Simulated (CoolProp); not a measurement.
Aqueous methanol as a coolant, 23 % by mass, freezing at -18.0 °C, 1 atm.

The numbers come from the Melinder's fits for secondary coolants in CoolProp.

```
T (°C)  density (kg/m³)  viscosity (mPa s)  conductivity (W/(m K))  Prandtl number
------  ---------------  -----------------  ----------------------  --------------
-2.4              969.6               3.75                   0.446            33.6
1.3               968.6               3.22                       ?            28.7
5.1               967.5               2.77                   0.453            24.7
8.8               966.4               2.42                   0.457            21.4
12.6              965.1                  ?                       ?            18.7
16.3              963.7               1.87                   0.464            16.4
20.1              962.3               1.66                   0.468            14.5
23.8              960.8               1.49                   0.471            12.9
27.6              959.1               1.34                   0.475            11.5
31.3                  ?               1.21                   0.478               ?
35.1              955.7               1.10                   0.482               ?
38.8                  ?               1.00                   0.486            8.44
```

Question: Complete the blanks.

Answer: 
- 1.3, conductivity (W/(m K)): 0.450
- 12.6, viscosity (mPa s): 2.12
- 12.6, conductivity (W/(m K)): 0.460
- 31.3, density (kg/m³): 957.5
- 31.3, Prandtl number: 10.4
- 35.1, Prandtl number: 9.32
- 38.8, density (kg/m³): 953.9
